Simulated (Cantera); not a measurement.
# MgCO3 + CO2 + H2S (calcination and drying)

Feed: 1 mol MgCO3, 1.8 mol CO2, 0.02 mol H2S, held at 750 Torr.

Cantera equilibrium calculation (NASA polynomials, part measured and part estimated; ideal gas, pure solids and liquids). Candidate condensed phases: C, C6H6, C7H8, C8H18, H2O, H2SO4, Mg, MgCO3, MgO, Mg(OH)2, MgS, MgSO4, S; 130 gas species. Gases not in the tables: S3 to S7. Equilibrium is a limit: real reactors are often held back by kinetics, nucleation or transport.

From 677 °C to 1327 °C the condensed part is MgO(s).

```json
[
 {"T (°C)": "677", "x CO2": "0.982", "x CO": "0.00651", "x SO2": "0.00110", "x H2O": "0.00628", "x COS": "0.00199", "x S2": "0.00161", "n MgO(s)": "1.00"},
 {"T (°C)": "727", "x CO2": "0.979", "x CO": "0.00904", "x SO2": "0.00201", "x H2O": "0.00652", "x COS": "0.00151", "x S2": "0.00152", "n MgO(s)": "1.00"},
 {"T (°C)": "777", "x CO2": "0.975", "x CO": "0.0121", "x SO2": "0.00321", "x H2O": "0.00669", "x COS": "0.00108", "x S2": "0.00122", "n MgO(s)": "1.00"},
 {"T (°C)": "827", "x CO2": "0.972", "x CO": "0.0153", "x SO2": "0.00459", "x H2O": "0.00680", "x COS": "0.000691", "x S2": "0.000793", "n MgO(s)": "1.00"},
 {"T (°C)": "877", "x CO2": "0.968", "x CO": "0.0182", "x SO2": "0.00583", "x H2O": "0.00687", "x COS": "0.000370", "x S2": "0.000377", "n MgO(s)": "1.00"},
 {"T (°C)": "927", "x CO2": "0.966", "x CO": "0.0200", "x SO2": "0.00660", "x H2O": "0.00691", "x COS": "0.000157", "x S2": "0.000122", "n MgO(s)": "1.00"},
 {"T (°C)": "977", "x CO2": "0.965", "x CO": "0.0207", "x SO2": "0.00690", "x H2O": "0.00694", "x COS": "5.70e-5", "x S2": "3.07e-5", "n MgO(s)": "1.00"},
 {"T (°C)": "1027", "x CO2": "0.965", "x CO": "0.0209", "x SO2": "0.00699", "x H2O": "0.00695", "x COS": "2.04e-5", "x S2": "7.41e-6", "n MgO(s)": "1.00"},
 {"T (°C)": "1077", "x CO2": "0.965", "x CO": "0.0210", "x SO2": "0.00702", "x H2O": "0.00696", "x COS": "7.67e-6", "x S2": "1.91e-6", "n MgO(s)": "1.00"},
 {"T (°C)": "1127", "x CO2": "0.965", "x CO": "0.0210", "x SO2": "0.00703", "x H2O": "0.00697", "x COS": "3.07e-6", "x S2": "5.36e-7", "n MgO(s)": "1.00"},
 {"T (°C)": "1177", "x CO2": "0.965", "x CO": "0.0210", "x SO2": "0.00703", "x H2O": "0.00698", "x COS": "1.31e-6", "x S2": "1.64e-7", "n MgO(s)": "1.00"},
 {"T (°C)": "1227", "x CO2": "0.965", "x CO": "0.0211", "x SO2": "0.00703", "x H2O": "0.00698", "x COS": "5.93e-7", "x S2": "5.45e-8", "n MgO(s)": "1.00"},
 {"T (°C)": "1277", "x CO2": "0.965", "x CO": "0.0211", "x SO2": "0.00703", "x H2O": "0.00699", "x COS": "2.83e-7", "x S2": "1.94e-8", "n MgO(s)": "1.00"},
 {"T (°C)": "1327", "x CO2": "0.965", "x CO": "0.0211", "x SO2": "0.00703", "x H2O": "0.00699", "x COS": "1.41e-7", "x S2": "7.41e-9", "n MgO(s)": "1.00"}
]
```
x: gas mole fraction; n: condensed amount in mol.
